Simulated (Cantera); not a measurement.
An isothermal, constant-pressure homogeneous reactor starts with H2 : O2 : N2 = 0.49 : 1 : 13 (molar parts), equivalence ratio 0.24, at 1100 K and 0.250 bar. Integrator tolerance rtol = 1e-08.

Detailed kinetics in Cantera: the H2/O2 subset of GRI-Mech 3.0, which has no nitrogen chemistry. The temperature is held fixed by assumption; the heat of reaction is taken as removed at once.

Q: What does this change do: temperature 1100 to 773 K?

A: 
```
quantity                                              before                                     after
-----------------  -----------------------------------------  ----------------------------------------
x(H2) at 40.0 s    4.24e-10 (gas-phase equilibrium 3.96e-10)     0.0338 (gas-phase equilibrium <1e-12)
x(O2) at 40.0 s        0.0530 (gas-phase equilibrium 0.0530)     0.0690 (gas-phase equilibrium 0.0530)
x(OH) at 40.0 s      4.18e-7 (gas-phase equilibrium 4.01e-7)   <1e-12 (gas-phase equilibrium 2.20e-10)
x(HO2) at 40.0 s   5.79e-10 (gas-phase equilibrium 5.89e-10)  1.23e-7 (gas-phase equilibrium 1.26e-12)
x(H2O2) at 40.0 s  3.89e-11 (gas-phase equilibrium 3.58e-11)    4.63e-7 (gas-phase equilibrium <1e-12)
x(H2O) at 40.0 s       0.0344 (gas-phase equilibrium 0.0344)    7.10e-7 (gas-phase equilibrium 0.0344)
```
Below about 950 K walls govern HO2 and H2O2 in real vessels.
